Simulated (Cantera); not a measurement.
Cantera run, input and output.

```python
import numpy as np
import cantera as ct

gas = ct.Solution("gri30.yaml")
gas.TPX = 1325, 100000, {'CH3OH': 1, 'O2': 0.75, 'N2': 2.82}
reactor = ct.IdealGasReactor(gas, energy="on", clone=False)
net = ct.ReactorNet([reactor])
net.rtol, net.atol = 1e-08, 1e-16
show = ['CH3OH', 'O2', 'CO2', 'H2O2', 'CO']
times = np.geomspace(3e-06, 8, 12)

steps = ct.SolutionArray(gas, extra=["t"])
rows = []
print(f"{'t/s':>10s}{'T/K':>9s}{'P/Pa':>11s}" + "".join(f"{s:>11s}" for s in show))
for t in times:
    while net.time < t:
        t_next = net.step()
        steps.append(gas.state, t=t_next)
    rows.append([np.interp(t, steps.t, y) for y in (steps.T, steps.P, *steps(*show).X.T)])
    print(f"{t:10.3e}{rows[-1][0]:9.1f}{rows[-1][1]:11.4g}" + "".join(f"{x:11.3e}" for x in rows[-1][2:]))
rate = np.gradient(steps.T, steps.t)
print("integrator steps:", len(steps.t))
if steps.T.max() > steps.T[0] + 200:
    print(f"time of steepest temperature rise: {steps.t[rate.argmax()]:.4e} s")
gas.TPX = 1325, 100000, {'CH3OH': 1, 'O2': 0.75, 'N2': 2.82}
gas.equilibrate("UV")
print(f"equilibrium (UV): T = {gas.T:.1f} K  " + "  ".join(f"{s} {gas[s].X[0]:.3e}" for s in show))
```

Result:

```
       t/s      T/K       P/Pa      CH3OH         O2        CO2       H2O2         CO
 3.000e-06   1325.0      1e+05  2.188e-01  1.641e-01  5.747e-08  2.191e-11  1.807e-07
 1.152e-05   1325.0      1e+05  2.188e-01  1.641e-01  2.259e-07  1.709e-09  7.008e-07
 4.421e-05   1325.0      1e+05  2.188e-01  1.641e-01  8.725e-07  1.083e-07  2.715e-06
 1.697e-04   1325.0      1e+05  2.187e-01  1.640e-01  3.359e-06  3.648e-06  1.098e-05
 6.514e-04   1327.2  1.003e+05  2.170e-01  1.632e-01  1.353e-05  7.335e-05  1.003e-04
 2.500e-03   2726.7   2.65e+05  1.448e-13  3.222e-04  3.537e-02  6.813e-08  1.346e-01
 9.598e-03   2724.9  2.648e+05  1.457e-13  3.162e-04  3.531e-02  6.719e-08  1.346e-01
 3.684e-02   2724.9  2.648e+05  1.457e-13  3.162e-04  3.531e-02  6.719e-08  1.346e-01
 1.414e-01   2724.9  2.648e+05  1.457e-13  3.162e-04  3.531e-02  6.719e-08  1.346e-01
 5.429e-01   2724.9  2.648e+05  1.457e-13  3.162e-04  3.531e-02  6.719e-08  1.346e-01
 2.084e+00   2724.9  2.648e+05  1.457e-13  3.162e-04  3.531e-02  6.719e-08  1.346e-01
 8.000e+00   2724.9  2.648e+05  1.457e-13  3.162e-04  3.531e-02  6.719e-08  1.346e-01
integrator steps: 1994
time of steepest temperature rise: 1.2295e-03 s
equilibrium (UV): T = 2724.9 K  CH3OH 1.502e-13  O2 3.162e-04  CO2 3.531e-02  H2O2 6.719e-08  CO 1.346e-01
```

Model: GRI-Mech 3.0 (53 species, 325 reactions), integrated in Cantera. GRI-Mech 3.0 was tuned for natural gas; its chemistry of methanol as a main component is partial and can be far from experiment.
